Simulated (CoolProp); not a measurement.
The numbers come from the reference Helmholtz-energy equation of state, McLinden 2020 in CoolProp.

Task: Give the vapour pressure (MPa), liquid density (kg/m³), vapour density (kg/m³), enthalpy of vaporisation (kJ/kg) of saturated R1336mzz(Z) at 347.8 K.

Result: 
```tsv
T (K)	p (MPa)	liquid density (kg/m³)	vapour density (kg/m³)	enthalpy of vaporisation (kJ/kg)
347.8	0.372	1220	24.2	143
```
